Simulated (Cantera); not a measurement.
A closed system holds: 1 mol BN, a varied amount of Cl₂, equilibrated at 1075 K and 10.0 mbar.

Method: chemical equilibrium by Gibbs-energy minimisation in Cantera with the NASA 1993 tables (ideal gas, pure condensed phases). Candidate condensed phases: B, BN; 10 gas species. Rates play no part.

### Question
At 11 mol Cl₂, list the 4 most abundant gas species with their mole fractions, and the condensed phases.

### Answer
Cl₂ 0.854, BCl₃ 0.0904, N₂ 0.0452, Cl 0.0102. Condensed: gas only.
